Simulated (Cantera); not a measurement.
Feed: 1 mol PbO, 0.92 mol O₂, 0.27 mol H₂, at 13.0 mbar.

These are equilibrium values from Cantera (NASA tables, ideal gas, pure condensed phases), not measurements of a reactor. Candidate condensed phases: H₂O, Pb, PbO, PbO₂, Pb₃O₄; 12 gas species. Gases not in the tables: (PbO)n polymers. Kinetics and transport are ignored.

Question: Which condensed phases are stable at each of these points (T (K)): 475, 575, 675, 775, 875, 975, 1075, 1175, 1275, 1375, 1475, 1575?

Answer: 
```csv
T (K),condensed phases,Pb condensed (%)
475,Pb₃O₄(s),100.0
575,PbO(red),100.0
675,PbO(red),100.0
775,PbO(yellow),100.0
875,PbO(yellow),100.0
975,PbO(yellow),100.0
1075,PbO(yellow),100.0
1175,PbO(l),99.7
1275,PbO(l),97.6
1375,PbO(l),85.5
1475,gas only,0.0
1575,gas only,0.0
```

At 475 K the condensed part is Pb₃O₄(s). From 575 K to 675 K the condensed part is PbO(red). From 775 K to 1075 K the condensed part is PbO(yellow). From 1175 K to 1375 K the condensed part is PbO(l). From 1475 K to 1575 K nothing is condensed.
